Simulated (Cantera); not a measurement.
A closed system holds: 1 mol PbO, 1.2 mol CO, 0.34 mol H2, 0.4 mol C.

Equilibrium computed with Cantera from the NASA thermochemical tables; the gas is ideal and each condensed phase is pure. Candidate condensed phases: C, C6H6, C7H8, C8H18, H2O, Pb, PbO, PbO2, Pb3O4; 113 gas species. Rates play no part.

Task: What condenses at these points (T in K, P in Pa): (1250, 6000); (1425, 10); (1250, 22000); (1300, 130); (1400, 130)?

Result: 
```csv
T (K),P in Pa,condensed phases,Pb condensed (%)
1250,6000,Pb,95.6
1425,10,gas only,0.0
1250,22000,Pb,98.8
1300,130,gas only,0.0
1400,130,gas only,0.0
```
